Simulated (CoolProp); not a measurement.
Vapour-liquid equilibrium of carbon dioxide (1) + dimethyl ether (2) at -20.25 °C; x and y are mole fractions of (1).

The numbers come from the multi-fluid Helmholtz-energy mixture model, Span 1996 and Wu 2011; pair parameters Bell 2016 in CoolProp.

```
x     bubble pressure (bar)  y at the bubble point  dew pressure at overall composition x (bar)  liquid density (mol/L)
----  ---------------------  ---------------------  -------------------------------------------  ----------------------
0.05                  1.806                  0.342                                        1.290                   16.14
0.15                  3.077                  0.645                                        1.430                   16.81
0.25                  4.509                  0.781                                        1.604                   17.51
0.35                  6.104                  0.856                                        1.826                   18.24
0.45                  7.857                  0.903                                        2.118                   19.01
0.55                  9.755                  0.935                                        2.521                   19.82
0.65                  11.78                  0.957                                        3.116                   20.65
0.75                  13.91                  0.973                                        4.081                   21.49
0.85                  16.11                  0.986                                        5.937                   22.33
0.95                  18.38                  0.996                                        11.07                   23.11
```

No azeotrope shows between x = 0.05 and 0.95.

Pair parameters are fitted to limited data, so mixtures are less certain than the pure fluids.
